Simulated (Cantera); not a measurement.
**acetone + H₂ (carbon deposition, reforming and gasification)**

A closed system holds: 1 mol acetone, 0.99 mol H₂, at 14.0 Pa.

Method: chemical equilibrium by Gibbs-energy minimisation in Cantera with the NASA 1993 tables (ideal gas, pure condensed phases). Candidate condensed phases: C, C₆H₆, C₇H₈, C₈H₁₈, H₂O; 131 gas species. Ions and electrons are included (thermal ionisation). The feed counts by its element totals alone. Kinetics and transport are ignored.

From 3000 K to 5000 K nothing is condensed. The main C-bearing gas is CO at 3000 K and C at 5000 K.

```tsv
T (K)	x H	x C	x CO	x O	x C₃	x C₂
3000	0.773	0.0845	0.0978	1.87e-8	0.0284	0.0123
3500	0.728	0.179	0.0913	4.42e-6	0.000125	0.00166
4000	0.726	0.182	0.0906	0.000486	4.15e-7	0.000124
4500	0.716	0.194	0.0747	0.0150	5.61e-9	1.81e-5
5000	0.678	0.232	0.0201	0.0649	2.66e-10	5.04e-6
```
x: gas mole fraction; nothing condenses.
